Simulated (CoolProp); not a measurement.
R124 along the isotherm 167.85 °C: Z from the reference equation and from simpler models built on Tc = 122.3 °C, pc = 3624 kPa, ω = 0.288; each cubic takes its own stable root.

Values from CoolProp's reference Helmholtz-energy equation of state, de Vries 1995.

```
p (kPa)          phase  reference  Redlich-Kwong  Soave-Redlich-Kwong  Peng-Robinson
-------  -------------  ---------  -------------  -------------------  -------------
115                gas     0.9925         0.9921               0.9926         0.9915
261                gas     0.9828         0.9820               0.9832         0.9808
594                gas     0.9604         0.9585                  ___         0.9559
1350               gas     0.9077            ___               0.9102         0.8982
3070               gas     0.7751            ___               0.7833         0.7586
7000     supercritical     0.4489         0.4529               0.5126         0.4795
15900    supercritical     0.6142         0.6537               0.6785         0.6173
36200    supercritical      1.162          1.197                1.215          1.099
```

Task: What belongs in the gaps?

Result: 
- 594, Soave-Redlich-Kwong: 0.9614
- 1350, Redlich-Kwong: 0.9030
- 3070, Redlich-Kwong: 0.7613
